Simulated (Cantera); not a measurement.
Premixed flame

A freely propagating, adiabatic, planar premixed flame of CH4 : CO : O2 : N2 = 1 : 0.74 : 1.98 : 7.43 (molar parts), unburnt at 650 K and 2.86 atm; mixture-averaged transport, grid criteria slope 0.08 and curve 0.16, no radiation.

Model: GRI-Mech 3.0 (53 species, 325 reactions), integrated in Cantera. Burning velocities carry a grid error of a few per cent, more on coarse grids.

```tsv
z (mm)	T (K)	u (m/s)	x CH4	x CO	x O2	x CH2O	x NO2	x O
-0.367	650	1.30	0.0896	0.0663	0.177	1.62e-7	<1e-8	<1e-8
-0.245	652	1.31	0.0892	0.0662	0.177	3.01e-6	<1e-8	<1e-8
-0.184	661	1.33	0.0884	0.0661	0.176	1.73e-5	1.79e-8	<1e-8
-0.122	718	1.46	0.0843	0.0666	0.171	0.000149	1.17e-7	1.08e-7
-0.0612	1096	2.25	0.0609	0.0743	0.141	0.00102	1.88e-7	1.54e-5
-0.0306	1509	3.13	0.0338	0.0861	0.101	0.00121	6.72e-8	0.000144
0	1899	3.96	0.00846	0.0969	0.0545	0.000668	1.59e-8	0.000823
0.0306	2076	4.31	0.000724	0.0916	0.0260	0.000127	<1e-8	0.00224
0.0612	2134	4.41	3.22e-5	0.0805	0.0152	8.00e-6	<1e-8	0.00298
0.122	2195	4.50	8.16e-8	0.0692	0.00947	2.53e-8	1.01e-8	0.00274
0.245	2264	4.62	<1e-8	0.0641	0.00663	<1e-8	1.12e-8	0.00195
0.490	2334	4.74	<1e-8	0.0616	0.00432	<1e-8	1.28e-8	0.00116
0.979	2389	4.83	<1e-8	0.0593	0.00247	<1e-8	1.44e-8	0.000607
```
x: mole fraction of selected species; z is measured from the peak of heat release.

```json
{
 "laminar_burning_velocity": "130 cm/s",
 "thermal_thickness": "0.122 mm",
 "peak x(CH2O)": "0.00124",
 "peak x(O)": "0.00302",
 "grid_points": "145"
}
```
